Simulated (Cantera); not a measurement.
Charge: 1 mol Si, 0.75 mol HCl, 7.9 mol H2, equilibrated at 698.15 K and 12000 Torr.

Equilibrium computed with Cantera from the NASA thermochemical tables; the gas is ideal and each condensed phase is pure. Candidate condensed phases: Si; 19 gas species. The numbers say what is thermodynamically allowed, not how fast it happens.

Base state: H2 0.972, SiHCl3 0.0181, SiCl4 0.00718, SiH2Cl2 0.00299, SiH3Cl 0.000105, HCl 7.64e-5 (mole fractions); condensed: Si(s).

Q: What changes in the equilibrium state with this change: pressure from 12000 Torr to 1580 Torr?

A: 
```json
[
 {"species": "H2", "before": "0.972", "after": "0.973"},
 {"species": "SiHCl3", "before": "0.0181", "after": "0.0146"},
 {"species": "SiCl4", "before": "0.00718", "after": "0.0106"},
 {"species": "SiH3Cl", "before": "0.000105", "after": "2.54e-5"},
 {"species": "SiH2Cl2", "before": "0.00299", "after": "0.00132"},
 {"species": "HCl", "before": "7.64e-5", "after": "0.000140"},
 {"species": "Si(s), mol", "before": "0.761", "after": "0.776"}
]
```
